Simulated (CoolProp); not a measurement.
Vapour-liquid equilibrium of dimethyl ether (1) + n-hexane (2) at 20.35 °C; x and y are mole fractions of (1).

Model: multi-fluid Helmholtz-energy mixture model, Wu 2011 and Thol 2019; pair parameters Bell 2016, in CoolProp.

| x | bubble pressure (MPa) | y at the bubble point | dew pressure at overall composition x (MPa) | liquid density (mol/L) |
|---|---|---|---|---|
| 0.05 | 0.05031 | 0.683 | 0.01727 | 7.846 |
| 0.2 | 0.1468 | 0.903 | 0.02046 | 8.498 |
| 0.35 | 0.2294 | 0.945 | 0.02509 | 9.245 |
| 0.5 | 0.2982 | 0.964 | 0.03241 | 10.11 |
| 0.65 | 0.3590 | 0.976 | 0.04572 | 11.14 |
| 0.8 | 0.4198 | 0.986 | 0.07748 | 12.38 |
| 0.95 | 0.4888 | 0.996 | 0.2445 | 13.92 |

No azeotrope shows between x = 0.05 and 0.95.

The pair parameters rest on a limited set of measurements; away from them the model extrapolates.
